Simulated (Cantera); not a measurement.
**Hydrocarbon pyrolysis for carbon deposition**

An isothermal, constant-pressure homogeneous reactor starts with 16.9 % C2H6, 83.1 % H2, at 1325 K and 0.133 bar.

Detailed kinetics in Cantera: GRI-Mech 3.0 (53 species, 325 reactions). GRI-Mech 3.0 stops at C3 and has no aromatics, soot or wall deposition, so with more carbon than oxygen in the feed, carbon stays in small species such as C2H2 where larger ones or solid carbon would form.

| t (s) | x C2H6 | x H2 | x H | x C2H | x C2H4 |
|---|---|---|---|---|---|
| 6.00e-5 | 0.169 | 0.830 | 1.73e-5 | <1e-12 | 0.000330 |
| 0.000258 | 0.160 | 0.830 | 5.85e-5 | <1e-12 | 0.00648 |
| 0.00111 | 0.103 | 0.825 | 8.48e-5 | 2.82e-11 | 0.0439 |
| 0.00476 | 0.0166 | 0.816 | 7.40e-5 | 3.26e-10 | 0.0947 |
| 0.0205 | 0.000882 | 0.816 | 2.14e-5 | 2.86e-10 | 0.0904 |
| 0.0880 | 0.000273 | 0.819 | 1.21e-5 | 3.01e-10 | 0.0713 |
| 0.378 | 0.000140 | 0.823 | 9.95e-6 | 4.46e-10 | 0.0371 |
| 1.62 | 7.03e-5 | 0.825 | 7.77e-6 | 4.26e-10 | 0.0189 |
| 6.98 | 6.59e-5 | 0.820 | 7.14e-6 | 3.85e-10 | 0.0177 |
| 30.0 | 6.01e-5 | 0.806 | 5.84e-6 | 2.93e-10 | 0.0160 |
x: mole fraction; the columns are a selection and need not sum to one.

Equilibrium at this temperature and pressure: C2H6 4.91e-5, H2 0.774, H 3.97e-6, C2H 1.62e-10, C2H4 0.0121 (gas phase only).
